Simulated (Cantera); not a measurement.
Charge: 1 mol Fe2O3, 0.017 mol H2O, 6.6 mol N2, at 1650 K and 30.8 Torr.

Equilibrium computed with Cantera from the NASA thermochemical tables; the gas is ideal and each condensed phase is pure. Candidate condensed phases: Fe, FeO, Fe(OH)2, Fe(OH)3, Fe2O3, Fe3O4, H2O; 27 gas species. Kinetics and transport are ignored.

Base state: N2 0.972, O2 0.0241, H2O 0.00248, NO 0.000897, OH 5.22e-5, O 1.99e-5 (mole fractions); condensed: Fe3O4(s).

### Question
What changes in the equilibrium state with this change: temperature from 1650 K to 1250 K?

### Answer
| species | before | after |
|---|---|---|
| N2 | 0.972 | 0.997 |
| H2O | 0.00248 | 0.00257 |
| O2 | 0.0241 | 7.10e-5 |
| NO | 0.000897 | 5.84e-6 |
| O | 1.99e-5 | 2.88e-9 |
| OH | 5.22e-5 | 2.78e-7 |
| Fe3O4(s), mol | 0.667 | 0.00196 |
| Fe2O3(s), mol | 0 | 0.997 |
Mutual solubility and eutectic melting of coexisting phases are not modelled.
